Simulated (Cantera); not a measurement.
**Thermodynamics of titanium nitride, carbide and oxide coatings, feed Ti + CH₄**

Feed: 1 mol Ti, a varied amount of CH₄, at 777 °C and 12.0 mbar.

These are equilibrium values from Cantera (NASA tables, ideal gas, pure condensed phases), not measurements of a reactor. Candidate condensed phases: C, C₆H₆, C₇H₈, C₈H₁₈, Ti, TiC; 77 gas species. Mutual solubility and eutectic melting of coexisting phases are not modelled. TiC: taken at fixed stoichiometry. Condensed phases not in the tables: N, O or C dissolved in the metal. Kinetics and transport are ignored.

| n(CH₄) (mol) | log p H₂ | log p CH₄ | log p H | log p C₂H₄ | n Ti(α) | n TiC(s) | n C(graphite) |
|---|---|---|---|---|---|---|---|
| 0.14 | -1.92 | -13.65 | -9.05 | <-13 | 0.860 | 0.140 | 0 |
| 0.5 | -1.92 | -13.65 | -9.05 | <-13 | 0.500 | 0.500 | 0 |
| 0.87 | -1.92 | -13.65 | -9.05 | <-13 | 0.130 | 0.870 | 0 |
| 1.2 | -1.92 | -5.08 | -9.05 | -9.98 | 0 | 1.00 | 0.198 |
| 1.6 | -1.92 | -5.08 | -9.05 | -9.98 | 0 | 1.00 | 0.598 |
| 2 | -1.92 | -5.08 | -9.05 | -9.98 | 0 | 1.00 | 0.997 |
| 2.3 | -1.92 | -5.08 | -9.05 | -9.98 | 0 | 1.00 | 1.30 |
| 2.7 | -1.92 | -5.08 | -9.05 | -9.98 | 0 | 1.00 | 1.70 |
| 3.1 | -1.92 | -5.08 | -9.05 | -9.98 | 0 | 1.00 | 2.10 |
| 3.4 | -1.92 | -5.08 | -9.05 | -9.98 | 0 | 1.00 | 2.40 |
log p: log10 of the partial pressure in bar; n: condensed amount in mol.

From 0.14 mol CH₄ to 0.87 mol CH₄ the condensed part is Ti(α) + TiC(s). From 1.2 mol CH₄ to 3.4 mol CH₄ the condensed part is C(graphite) + TiC(s).
